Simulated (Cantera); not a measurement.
Feed: 1 mol SiH2Cl2, 3.2 mol NH3, 1.3 mol N2, at 78.0 Pa.

These are equilibrium values from Cantera (NASA tables, ideal gas, pure condensed phases), not measurements of a reactor. Candidate condensed phases: NH4Cl, Si, Si3N4; 28 gas species. The tables' values for SiCl3 are old estimates; treat these amounts as uncertain. Kinetics and transport are ignored.

x: gas mole fraction; n: condensed amount in mol.

```tsv
T (K)	x H2	x N2	x HCl	x SiCl2	x SiCl4	x SiCl3	n Si3N4(s)
700	0.538	0.249	0.210	2.96e-12	___	5.10e-9	0.325
750	0.536	0.249	0.213	6.48e-11	___	2.68e-8	0.327
800	0.535	0.248	0.216	9.57e-10	___	1.13e-7	0.329
850	0.534	0.248	0.217	1.02e-8	___	4.03e-7	0.330
900	0.533	0.248	0.218	8.37e-8	___	1.24e-6	0.331
950	0.533	0.248	0.219	5.47e-7	___	3.38e-6	0.331
1000	0.533	0.248	0.219	2.95e-6	___	8.33e-6	0.332
1050	0.532	0.248	0.219	1.35e-5	___	1.88e-5	0.332
1100	0.532	0.248	0.220	5.38e-5	___	3.94e-5	0.332
1150	0.532	0.248	0.219	0.000189	___	7.69e-5	0.331
1200	0.533	0.248	0.218	0.000591	___	0.000140	0.330
1250	0.533	0.248	0.216	0.00166	___	0.000238	0.327
1300	0.535	0.250	0.211	0.00413	___	0.000369	0.319
```

Question: What belongs in the gaps?

Answer: 
- 700, x SiCl4: 0.00290
- 750, x SiCl4: 0.00204
- 800, x SiCl4: 0.00149
- 850, x SiCl4: 0.00112
- 900, x SiCl4: 0.000874
- 950, x SiCl4: 0.000698
- 1000, x SiCl4: 0.000570
- 1050, x SiCl4: 0.000475
- 1100, x SiCl4: 0.000402
- 1150, x SiCl4: 0.000343
- 1200, x SiCl4: 0.000293
- 1250, x SiCl4: 0.000246
- 1300, x SiCl4: 0.000195
